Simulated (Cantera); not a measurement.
## Thermodynamics of fluorocarbon and chlorocarbon gases, feed CH3Cl + F2

Input: 1 mol CH3Cl, 0.22 mol F2, equilibrated at 82.5 Torr.

These are equilibrium values from Cantera (NASA tables, ideal gas, pure condensed phases), not measurements of a reactor. Candidate condensed phases: C, C6H6, C7H8, C8H18; 118 gas species. The tables' values for CCl are old estimates; treat these amounts as uncertain. Rates play no part.

```tsv
T (K)	x HCl	x H	x H2	x Cl	x HF	x C3	x C2H2 (acetylene)	x C2H	n C(graphite)
1373	0.450	5.95e-6	0.351	6.32e-6	0.198	<1e-12	6.07e-7	<1e-12	1.000
1573	0.450	7.27e-5	0.351	7.40e-5	0.198	<1e-12	7.25e-6	4.35e-12	1.000
1773	0.450	0.000508	0.351	0.000500	0.198	<1e-12	4.92e-5	5.55e-10	1.000
1973	0.447	0.00241	0.350	0.00230	0.198	1.28e-10	0.000224	2.63e-8	0.999
2173	0.439	0.00857	0.347	0.00791	0.197	1.26e-8	0.000767	6.07e-7	0.997
2373	0.418	0.0245	0.340	0.0216	0.194	5.61e-7	0.00209	8.16e-6	0.990
2573	0.378	0.0588	0.323	0.0484	0.187	1.36e-5	0.00470	7.16e-5	0.977
2773	0.313	0.121	0.290	0.0900	0.177	0.000205	0.00882	0.000443	0.950
2973	0.228	0.213	0.237	0.140	0.161	0.00212	0.0136	0.00202	0.889
3173	0.141	0.321	0.166	0.184	0.141	0.0162	0.0166	0.00695	0.667
3373	0.0705	0.407	0.0948	0.202	0.113	0.0604	0.0113	0.0134	0
```
x: gas mole fraction; n: condensed amount in mol.

From 1373 K to 3173 K the condensed part is C(graphite). At 3373 K nothing is condensed. The main C-bearing gas is CH4 at 1373 K and C3 at 3373 K.
